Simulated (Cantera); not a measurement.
Feed: 1 mol Si3N4, 0.0017 mol Si, 2.8 mol H2, held at 0.100 bar.

Method: chemical equilibrium by Gibbs-energy minimisation in Cantera with the NASA 1993 tables (ideal gas, pure condensed phases). Candidate condensed phases: Si, Si3N4; 18 gas species. Mutual solubility and eutectic melting of coexisting phases are not modelled. Gases not in the tables: Si2H6 and higher silanes. Kinetics and transport are ignored.

Q: What share of the Si ends up in condensed phases as a function of T (K), at 1823, 1923, 2023, 2123, 2223, 2323, 2423, 2523, 2623, 2723, 2823, 2923, 3023?

A: 
```tsv
T (K)	Si condensed (%)	as
1823	100.0	Si(l) + Si3N4(s)
1923	100.0	Si(l)
2023	99.9	Si(l)
2123	99.6	Si(l)
2223	99.0	Si(l)
2323	97.7	Si(l)
2423	94.7	Si(l)
2523	88.2	Si(l)
2623	74.3	Si(l)
2723	42.5	Si(l)
2823	0.0	-
2923	0.0	-
3023	0.0	-
```
